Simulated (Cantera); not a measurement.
Feed: 1 mol CH4, 0.2 mol H2O, held at 675 °C and 0.133 bar.

Method: chemical equilibrium by Gibbs-energy minimisation in Cantera with the NASA 1993 tables (ideal gas, pure condensed phases). Candidate condensed phases: C, C6H6, C7H8, C8H18, H2O; 110 gas species. Kinetics and transport are ignored.

Base state: H2 0.897, CO 0.0745, CH4 0.0184, H2O 0.00861, CO2 0.00129 (mole fractions); condensed: C(graphite).

Q: What changes in the equilibrium state with this change: H2O from 0.2 to 0.021 mol?

A: 
| species | before | after |
|---|---|---|
| H2 | 0.897 | 0.968 |
| CH4 | 0.0184 | 0.0214 |
| CO | 0.0745 | 0.00931 |
| H2O | 0.00861 | 0.00116 |
| CO2 | 0.00129 | 2.02e-5 |
| C(graphite), mol | 0.780 | 0.939 |
